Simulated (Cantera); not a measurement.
A freely propagating, adiabatic, planar premixed flame of H2 : O2 : N2 = 1 : 0.833 : 3.13 (molar parts), unburnt at 348 K and 390000 Pa; mixture-averaged transport, grid criteria slope 0.08 and curve 0.16, no radiation.

Detailed kinetics in Cantera: the H2/O2 subset of GRI-Mech 3.0, which has no nitrogen chemistry. The hydrogen kinetics of GRI-Mech 3.0 are dated; newer H2 mechanisms differ, most at raised pressure. Burning velocities carry a grid error of a few per cent, more on coarse grids. Lean hydrogen flames are cellular in practice and burn faster than this planar one.

Q: What does this change do: O2 0.833 to 1.1 parts?

A: 
| quantity | before | after |
|---|---|---|
| laminar burning velocity | 58.3 cm/s | 45.1 cm/s |
| thermal thickness | 0.104 mm | 0.115 mm |
| peak x(H) | 0.00227 | 0.00120 |
| peak x(H2O2) | 0.000179 | 0.000216 |
| peak x(OH) | 0.00490 | 0.00401 |

Q: What does this change do: 0.49 parts H2O added?

A: 
| quantity | before | after |
|---|---|---|
| laminar burning velocity | 58.3 cm/s | 23.8 cm/s |
| thermal thickness | 0.104 mm | 0.185 mm |
| peak x(H) | 0.00227 | 0.000594 |
| peak x(H2O2) | 0.000179 | 0.000260 |
| peak x(OH) | 0.00490 | 0.00237 |
